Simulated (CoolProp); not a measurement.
Vapour-liquid equilibrium of ethylene (1) + n-butane (2) at 229.3 K; x and y are mole fractions of (1).

Computed with CoolProp (multi-fluid Helmholtz-energy mixture model, Smukala 2000 and Bücker 2006; pair parameters Bell 2016).

Q: Give the bubble pressure and the first vapour's composition at x = 0.45, 0.85, 0.95. Is there an azeotrope?

A: x = 0.45: 0.5132 MPa, y = 0.979; x = 0.85: 1.053 MPa, y = 0.997; x = 0.95: 1.210 MPa, y = 0.999. No azeotrope shows between x = 0.05 and 0.95.

The pair parameters rest on a limited set of measurements; away from them the model extrapolates. The gap from Raoult's law changes sign with composition, which may be real or a fault of the pair parameters; it wasn't checked against measurements.
